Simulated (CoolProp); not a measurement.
A closed Brayton cycle with nitrogen: compressor inlet 322.15 K and 7.9 MPa, high pressure 26 MPa, turbine inlet 800 K, compressor efficiency 0.8, turbine efficiency 0.9, recuperator effectiveness 0.95 (on enthalpy, no pinch check). Each further row changes one setting.

Values from CoolProp's reference Helmholtz-energy equation of state, Span 2000.

```json
[
 {"case": "as stated", "thermal efficiency (%)": "21.2", "net work (kJ/kg)": "50.8", "compressor to turbine work": "0.78", "compressor exit (K)": "487.1", "turbine exit (K)": "601.0"},
 {"case": "turbine inlet 750 K", "thermal efficiency (%)": "16.3", "net work (kJ/kg)": "36.3", "compressor to turbine work": "0.83", "compressor exit (K)": "487.1", "turbine exit (K)": "561.7"},
 {"case": "compressor inlet 332.15 K", "thermal efficiency (%)": "18.9", "net work (kJ/kg)": "44.9", "compressor to turbine work": "0.81", "compressor exit (K)": "502.1", "turbine exit (K)": "601.0"},
 {"case": "high pressure 22.1 MPa", "thermal efficiency (%)": "24.2", "net work (kJ/kg)": "52.2", "compressor to turbine work": "0.74", "compressor exit (K)": "461.1", "turbine exit (K)": "625.0"},
 {"case": "recuperator effectiveness 0.5", "thermal efficiency (%)": "17.2", "net work (kJ/kg)": "50.8", "compressor to turbine work": "0.78", "compressor exit (K)": "487.1", "turbine exit (K)": "601.0"}
]
```
